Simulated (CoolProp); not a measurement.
Ethanol along the isotherm 500.5 K: fugacity coefficient from the reference equation and from simpler models built on Tc = 514.7 K, pc = 6.268 MPa, ω = 0.644; each cubic takes its own stable root.

Values from CoolProp's reference Helmholtz-energy equation of state, Schroeder 2014.

```csv
p (MPa),phase,reference
0.0496,gas,0.9973
0.0836,gas,0.9955
0.141,gas,0.9924
0.238,gas,0.9871
0.402,gas,0.9782
0.678,gas,0.9633
1.14,gas,0.9383
1.93,gas,0.8955
3.26,gas,0.8226
5.5,liquid,0.6567
9.29,liquid,0.4223
15.7,liquid,0.2845
```

Q: How far does each simpler model (van der Waals, Peng-Robinson) lie from the reference over these 12 states: mean and median of the absolute difference, and the worst?

A: 
- van der Waals: mean 4.8 %, median 0.3 %, worst +28.0 % at 500.5 K and 15.7 MPa
- Peng-Robinson: mean 1.6 %, median 1.0 %, worst -5.0 % at 500.5 K and 5.5 MPa

At some of these states van der Waals gives the other phase, because its saturation line lies elsewhere.
